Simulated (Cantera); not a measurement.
Input (Python, Cantera):

```python
import numpy as np
import cantera as ct

gas = ct.Solution("gri30.yaml")
gas.TPX = 700, 100000, {'CH4': 1, 'O2': 1.33, 'N2': 5.01, 'H2O': 0.15}
flame = ct.FreeFlame(gas, width=0.04)
flame.set_refine_criteria(ratio=3, slope=0.08, curve=0.16)
flame.transport_model = "mixture-averaged"
flame.solve(loglevel=0, auto=True)
flame.transport_model = "multicomponent"
flame.soret_enabled = False
flame.solve(loglevel=0, refine_grid=True)
z, T = flame.grid, flame.T
thick = (T[-1] - T[0]) / np.gradient(T, z).max()
show = ['CH4', 'O2', 'H2O', 'CH2O', 'C2H', 'C2H2']
print(f"laminar burning velocity  {flame.velocity[0] * 100:.3f} cm/s")
print(f"burnt temperature         {T[-1]:.1f} K")
print(f"thermal thickness         {thick * 1e3:.4f} mm")
print(f"grid points               {len(z)}")
z0 = z[flame.heat_release_rate.argmax()]
print(f"{'z/mm':>9s}{'T/K':>9s}{'u/(m/s)':>9s}" + "".join(f"{s:>11s}" for s in show))
rows = []
for k in (-3, -2, -1.5, -1, -0.5, -0.25, 0, 0.25, 0.5, 1, 2, 4, 8):
    zz = z0 + k * thick
    rows.append([k * thick, np.interp(zz, z, T), np.interp(zz, z, flame.velocity),
                 *(np.interp(zz, z, flame.X[gas.species_index(s)]) for s in show)])
    print(f"{rows[-1][0] * 1e3:9.3f}{rows[-1][1]:9.1f}{rows[-1][2]:9.3f}" + "".join(f"{x:11.3e}" for x in rows[-1][3:]))
```

Output:

```
laminar burning velocity  73.621 cm/s
burnt temperature         2156.5 K
thermal thickness         0.5955 mm
grid points               135
     z/mm      T/K  u/(m/s)        CH4         O2        H2O       CH2O        C2H       C2H2
   -1.786    700.8    0.740  1.328e-01  1.767e-01  2.007e-02  3.821e-07 -1.585e-19  1.218e-07
   -1.191    707.3    0.752  1.315e-01  1.750e-01  2.098e-02  5.602e-06 -4.527e-18  1.806e-06
   -0.893    725.9    0.778  1.292e-01  1.725e-01  2.349e-02  2.603e-05 -1.584e-17  8.648e-06
   -0.595    823.1    0.895  1.201e-01  1.631e-01  3.567e-02  1.845e-04  1.918e-14  6.879e-05
   -0.298   1206.1    1.344  8.422e-02  1.240e-01  8.189e-02  8.899e-04  2.650e-10  5.349e-04
   -0.149   1550.0    1.754  4.886e-02  8.199e-02  1.244e-01  1.025e-03  3.725e-08  1.339e-03
    0.000   1869.8    2.146  1.645e-02  3.644e-02  1.650e-01  5.025e-04  1.008e-06  2.698e-03
    0.149   2036.9    2.350  3.857e-03  1.145e-02  1.838e-01  1.637e-04  2.686e-06  2.530e-03
    0.298   2097.0    2.420  1.107e-03  3.294e-03  1.876e-01  5.516e-05  2.158e-06  1.582e-03
    0.595   2128.8    2.454  2.221e-04  3.455e-04  1.859e-01  1.037e-05  7.897e-07  6.063e-04
    1.191   2140.9    2.465  3.857e-05  2.933e-05  1.837e-01  1.441e-06  1.500e-07  1.378e-04
    2.382   2146.5    2.471  4.464e-06  1.529e-05  1.833e-01  1.314e-07  1.374e-08  1.511e-05
    4.764   2150.9    2.476  2.540e-07  9.919e-06  1.834e-01  8.202e-09  5.420e-10  7.270e-07
```

Detailed kinetics in Cantera: GRI-Mech 3.0 (53 species, 325 reactions). Burning velocities carry a grid error of a few per cent, more on coarse grids.
